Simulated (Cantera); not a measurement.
An adiabatic, constant-volume homogeneous reactor starts with C3H8 : O2 : N2 = 1 : 9.62 : 46 (molar parts), equivalence ratio 0.52, at 1723 K and 0.207 atm.

Model: GRI-Mech 3.0 (53 species, 325 reactions), integrated in Cantera. GRI-Mech 3.0 was tuned for natural gas; its chemistry of propane as a main component is partial and can be far from experiment.

Task: Predict: time of steepest temperature rise; temperature at 0.200 s; equilibrium temperature; x(O2) at 0.200 s; x(CO) at 0.200 s; x(O) at 0.200 s; x(HO2) at 0.200 s.

Result: 
| Quantity | Result |
|---|---|
| time of steepest temperature rise | 63.5 µs |
| temperature at 0.200 s | 2553 K |
| equilibrium temperature | 2553 K |
| x(O2) at 0.200 s | 0.0721 (gas-phase equilibrium 0.0721) |
| x(CO) at 0.200 s | 0.0124 (gas-phase equilibrium 0.0124) |
| x(O) at 0.200 s | 0.00891 (gas-phase equilibrium 0.00891) |
| x(HO2) at 0.200 s | 4.18e-6 (gas-phase equilibrium 4.18e-6) |
